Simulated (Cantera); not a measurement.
A perfectly stirred reactor is fed with CH4 : H2 : H = 0.022 : 1 : 0.0036 (molar parts), at 0.0257 atm; it is held at 1823 K, and followed from long to short residence time.

Detailed kinetics in Cantera: GRI-Mech 3.0 (53 species, 325 reactions). GRI-Mech 3.0 stops at C3 and has no aromatics, soot or wall deposition, so with more carbon than oxygen in the feed, carbon stays in small species such as C2H2 where larger ones or solid carbon would form. Radical loss at walls, strong at low pressure, is not modelled.

Task: What does this change do: temperature 1823 to 1975 K?

Result: 
| quantity | before | after |
|---|---|---|
| x(CH4) at τ = 2.50 s | 0.00358 | 0.00107 |
| x(H2) at τ = 2.50 s | 0.985 | 0.981 |
| x(H) at τ = 2.50 s | 0.00254 | 0.00775 |
| x(C2H2) at τ = 2.50 s | 0.00866 | 0.00986 |
| x(C2H6) at τ = 2.50 s | 7.92e-8 | 1.16e-8 |
| x(CH4) at τ = 22.0 ms | 0.0176 | 0.0123 |
| x(H2) at τ = 22.0 ms | 0.978 | 0.978 |
| x(H) at τ = 22.0 ms | 0.00229 | 0.00495 |
| x(C2H2) at τ = 22.0 ms | 0.00144 | 0.00382 |
| x(C2H6) at τ = 22.0 ms | 1.69e-6 | 9.26e-7 |

Task: What does this change do: temperature 1823 to 2150 K?

Result: 
| quantity | before | after |
|---|---|---|
| x(CH4) at τ = 2.50 s | 0.00358 | 0.000234 |
| x(H2) at τ = 2.50 s | 0.985 | 0.966 |
| x(H) at τ = 2.50 s | 0.00254 | 0.0233 |
| x(C2H2) at τ = 2.50 s | 0.00866 | 0.0102 |
| x(C2H6) at τ = 2.50 s | 7.92e-8 | 8.84e-10 |
| x(CH4) at τ = 22.0 ms | 0.0176 | 0.00589 |
| x(H2) at τ = 22.0 ms | 0.978 | 0.974 |
| x(H) at τ = 22.0 ms | 0.00229 | 0.0116 |
| x(C2H2) at τ = 22.0 ms | 0.00144 | 0.00688 |
| x(C2H6) at τ = 22.0 ms | 1.69e-6 | 2.90e-7 |

Task: What does this change do: temperature 1823 to 2198 K?

Result: 
| quantity | before | after |
|---|---|---|
| x(CH4) at τ = 2.50 s | 0.00358 | 0.000150 |
| x(H2) at τ = 2.50 s | 0.985 | 0.959 |
| x(H) at τ = 2.50 s | 0.00254 | 0.0308 |
| x(C2H2) at τ = 2.50 s | 0.00866 | 0.0102 |
| x(C2H6) at τ = 2.50 s | 7.92e-8 | 4.11e-10 |
| x(CH4) at τ = 22.0 ms | 0.0176 | 0.00465 |
| x(H2) at τ = 22.0 ms | 0.978 | 0.972 |
| x(H) at τ = 22.0 ms | 0.00229 | 0.0142 |
| x(C2H2) at τ = 22.0 ms | 0.00144 | 0.00749 |
| x(C2H6) at τ = 22.0 ms | 1.69e-6 | 1.97e-7 |
